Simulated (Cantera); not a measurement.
**Diamond growth**

A diamond (100) surface in a fixed gas of H2 with x(CH4) = 0.0077, x(H) = 0.00049, x(CH3) = 0.001, 0.0550 bar; coverages are run to steady state.

Model: the Harris–Goodwin 1993 mechanism for the reconstructed diamond (100) surface, integrated in Cantera.

```tsv
T (K)	growth (µm/h)	θ c6HH	θ c6H*	θ c6*H	θ c6**	θ c6HM
950	7.40	0.274	0.00569	0.135	0.00169	0.448
1025	9.62	0.347	0.0116	0.221	0.00386	0.296
1100	6.99	0.445	0.0221	0.350	0.00797	0.112
1175	3.78	0.476	0.0319	0.430	0.0120	0.0251
1250	2.83	0.470	0.0392	0.457	0.0149	0.00503
1325	2.31	0.466	0.0450	0.461	0.0172	0.00104
1400	1.16	0.472	0.0497	0.455	0.0188	0.000234
```
θ: site fractions in the mechanism's names (c6HH fully hydrogenated, c6H* and c6*H radical sites, c6** diradical, c6HM methylated).
